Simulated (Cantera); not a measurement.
An adiabatic, constant-volume homogeneous reactor starts with CH3OH : O2 : N2 = 1 : 3.33 : 12.5 (molar parts), at 1250 K and 10.0 bar.

Computed with Cantera and GRI-Mech 3.0 (53 species, 325 reactions). GRI-Mech 3.0 was tuned for natural gas; its chemistry of methanol as a main component is partial and can be far from experiment.

One state of this run: T (K) = 2449; P (bar) = 20.2; x CH3OH = <1e-12; x O2 = 0.0976; x OH = 0.00507; x CH2CO = <1e-12; x H2 = 0.000371; x HCN = 2.56e-12; x NO = 0.0136. x: mole fraction; the columns are a selection and need not sum to one.

Which value of t (s) does it belong to?
A. 1.18e-5
B. 0.000301
C. 1.70
D. 0.000885

C, 1.70
